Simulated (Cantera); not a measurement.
Cantera run, input and output.

```python
import numpy as np
import cantera as ct

gas = ct.Solution("gri30.yaml")
gas.TPX = 1775, 1700000, {'CO': 1, 'H2': 0.049, 'O2': 0.552, 'N2': 2.08, 'H2O': 0.11}
reactor = ct.IdealGasConstPressureReactor(gas, energy="on", clone=False)
net = ct.ReactorNet([reactor])
net.rtol, net.atol = 1e-08, 1e-16
show = ['CO', 'H2', 'O2', 'CO2', 'NO', 'H']
times = np.geomspace(2e-06, 9, 14)

steps = ct.SolutionArray(gas, extra=["t"])
rows = []
print(f"{'t/s':>10s}{'T/K':>9s}{'P/Pa':>11s}" + "".join(f"{s:>11s}" for s in show))
for t in times:
    while net.time < t:
        t_next = net.step()
        steps.append(gas.state, t=t_next)
    rows.append([np.interp(t, steps.t, y) for y in (steps.T, steps.P, *steps(*show).X.T)])
    print(f"{t:10.3e}{rows[-1][0]:9.1f}{rows[-1][1]:11.4g}" + "".join(f"{x:11.3e}" for x in rows[-1][2:]))
rate = np.gradient(steps.T, steps.t)
print("integrator steps:", len(steps.t))
if steps.T.max() > steps.T[0] + 200:
    print(f"time of steepest temperature rise: {steps.t[rate.argmax()]:.4e} s")
gas.TPX = 1775, 1700000, {'CO': 1, 'H2': 0.049, 'O2': 0.552, 'N2': 2.08, 'H2O': 0.11}
gas.equilibrate("HP")
print(f"equilibrium (HP): T = {gas.T:.1f} K  " + "  ".join(f"{s} {gas[s].X[0]:.3e}" for s in show))
```

Output:

```
       t/s      T/K       P/Pa         CO         H2         O2        CO2         NO          H
 2.000e-06   2112.0    1.7e+06  2.062e-01  2.478e-03  1.029e-01  6.350e-02  1.291e-05  6.057e-03
 6.499e-06   2896.6    1.7e+06  1.079e-01  2.717e-03  5.499e-02  1.779e-01  7.531e-04  3.471e-03
 2.112e-05   3049.6    1.7e+06  9.064e-02  2.227e-03  4.612e-02  1.988e-01  4.428e-03  2.138e-03
 6.861e-05   3040.1    1.7e+06  9.046e-02  2.244e-03  4.247e-02  1.991e-01  1.232e-02  2.066e-03
 2.229e-04   3031.5    1.7e+06  9.050e-02  2.262e-03  3.980e-02  1.992e-01  1.828e-02  2.019e-03
 7.244e-04   3030.8    1.7e+06  9.051e-02  2.263e-03  3.960e-02  1.992e-01  1.873e-02  2.016e-03
 2.354e-03   3030.8    1.7e+06  9.051e-02  2.263e-03  3.960e-02  1.992e-01  1.873e-02  2.016e-03
 7.648e-03   3030.8    1.7e+06  9.051e-02  2.263e-03  3.960e-02  1.992e-01  1.873e-02  2.016e-03
 2.485e-02   3030.8    1.7e+06  9.051e-02  2.263e-03  3.960e-02  1.992e-01  1.873e-02  2.016e-03
 8.074e-02   3030.8    1.7e+06  9.051e-02  2.263e-03  3.960e-02  1.992e-01  1.873e-02  2.016e-03
 2.624e-01   3030.8    1.7e+06  9.051e-02  2.263e-03  3.960e-02  1.992e-01  1.873e-02  2.016e-03
 8.525e-01   3030.8    1.7e+06  9.051e-02  2.263e-03  3.960e-02  1.992e-01  1.873e-02  2.016e-03
 2.770e+00   3030.8    1.7e+06  9.051e-02  2.263e-03  3.960e-02  1.992e-01  1.873e-02  2.016e-03
 9.000e+00   3030.8    1.7e+06  9.051e-02  2.263e-03  3.960e-02  1.992e-01  1.873e-02  2.016e-03
integrator steps: 1239
time of steepest temperature rise: 2.1216e-06 s
equilibrium (HP): T = 3030.8 K  CO 9.051e-02  H2 2.263e-03  O2 3.960e-02  CO2 1.992e-01  NO 1.873e-02  H 2.016e-03
```

Cantera simulation using GRI-Mech 3.0 (53 species, 325 reactions); the numbers are that mechanism's predictions, not measurements. The hydrogen kinetics of GRI-Mech 3.0 are dated; newer H2 mechanisms differ, most at raised pressure. The pressure lies above the range GRI-Mech 3.0 was tuned for (to about 10 atm). Above 3000 K some thermodynamic fits are extrapolated.
